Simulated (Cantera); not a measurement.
A freely propagating, adiabatic, planar premixed flame of H₂ : O₂ : N₂ = 1 : 0.192 : 0.846 (molar parts), unburnt at 600 K and 100.0 Torr; mixture-averaged transport, grid criteria slope 0.08 and curve 0.16, no radiation.

Cantera simulation using the H2/O2 subset of GRI-Mech 3.0, which has no nitrogen chemistry; the numbers are that mechanism's predictions, not measurements. Burning velocities carry a grid error of a few per cent, more on coarse grids.

Q: What does this change do: H2 1 to 0.76 parts?

A: 
```tsv
quantity	before	after
laminar burning velocity	594 cm/s	631 cm/s
thermal thickness	6.65 mm	6.42 mm
peak x(OH)	0.00189	0.00461
peak x(H)	0.110	0.123
peak x(H₂O₂)	4.12e-7	4.61e-7
peak x(HO₂)	3.46e-5	3.85e-5
```
